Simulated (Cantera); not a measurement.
Feed: 1 mol Si, 0.22 mol H2O, 120 mol H2, 0.091 mol N2O, held at 100 Torr.

Method: chemical equilibrium by Gibbs-energy minimisation in Cantera with the NASA 1993 tables (ideal gas, pure condensed phases). Candidate condensed phases: H2O, Si, SiO2, Si2N2O, Si3N4; 35 gas species. Gases not in the tables: Si2H6 and higher silanes. The numbers say what is thermodynamically allowed, not how fast it happens. All values below are at 1923 K.

Base state: H2 0.994, SiO 0.00257, H 0.00257, N2 0.000753, Si 0.000127, SiH2 6.69e-5, SiH 3.79e-5 (mole fractions); condensed: Si(l).

What changes in the equilibrium state with this change: Si replaced by SiC?


```tsv
species	before	after
H2	0.994	0.994
H	0.00257	0.00257
CO	0	0.00132
SiO	0.00257	0.00125
HCN	0	2.63e-5
Si	0.000127	5.75e-5
SiH	3.79e-5	1.71e-5
SiH2	6.69e-5	3.02e-5
Si(l), mol	0.660	0
SiC(s), mol	0	0.835
```
Further candidate phases: C, C6H6, C7H8, C8H18, SiC.
